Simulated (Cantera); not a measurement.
An adiabatic, constant-volume homogeneous reactor starts with CH₄ : O₂ : N₂ = 1 : 1.54 : 5.78 (molar parts), equivalence ratio 1.3, at 1273 K and 670000 Pa.

Computed with Cantera and GRI-Mech 3.0 (53 species, 325 reactions). Above 3000 K some thermodynamic fits are extrapolated.

x: mole fraction; the columns are a selection and need not sum to one.

| t (s) | T (K) | P (bar) | x CH₄ | x O₂ | x CO₂ | x C₂H₆ | x H₂ | x HCN | x CH₂CO |
|---|---|---|---|---|---|---|---|---|---|
| 8.00e-6 | 1273 | 6.70 | 0.120 | 0.185 | <1e-12 | 5.96e-11 | 3.88e-9 | <1e-12 | <1e-12 |
| 2.66e-5 | 1273 | 6.70 | 0.120 | 0.185 | 3.55e-12 | 2.97e-9 | 2.85e-8 | <1e-12 | <1e-12 |
| 8.86e-5 | 1273 | 6.70 | 0.120 | 0.185 | 3.19e-10 | 2.59e-7 | 4.35e-7 | <1e-12 | <1e-12 |
| 0.000295 | 1273 | 6.70 | 0.120 | 0.185 | ___ | ___ | ___ | <1e-12 | 1.80e-10 |
| 0.000981 | 1276 | 6.71 | 0.120 | 0.185 | ___ | ___ | ___ | <1e-12 | ___ |
| 0.00326 | 3026 | 17.1 | 4.63e-12 | 0.00246 | 0.0402 | <1e-12 | 0.0414 | 5.44e-8 | <1e-12 |
| 0.0109 | 3014 | 17.0 | 5.12e-12 | 0.00217 | 0.0397 | <1e-12 | 0.0424 | 1.03e-7 | <1e-12 |
| 0.0361 | 3014 | 17.0 | 5.12e-12 | 0.00217 | 0.0397 | <1e-12 | 0.0424 | 1.03e-7 | <1e-12 |
| 0.120 | 3014 | 17.0 | 5.12e-12 | 0.00217 | 0.0397 | <1e-12 | 0.0424 | 1.03e-7 | <1e-12 |
| 0.400 | 3014 | 17.0 | 5.12e-12 | 0.00217 | 0.0397 | <1e-12 | 0.0424 | 1.03e-7 | <1e-12 |

**Question.** Fill in the missing entries.

**Answer.** 
- 0.000295, x CO₂: 1.46e-8
- 0.000295, x C₂H₆: 1.23e-5
- 0.000295, x H₂: 6.57e-6
- 0.000981, x CO₂: 1.80e-7
- 0.000981, x C₂H₆: 0.000106
- 0.000981, x H₂: 5.68e-5
- 0.000981, x CH₂CO: 1.42e-8
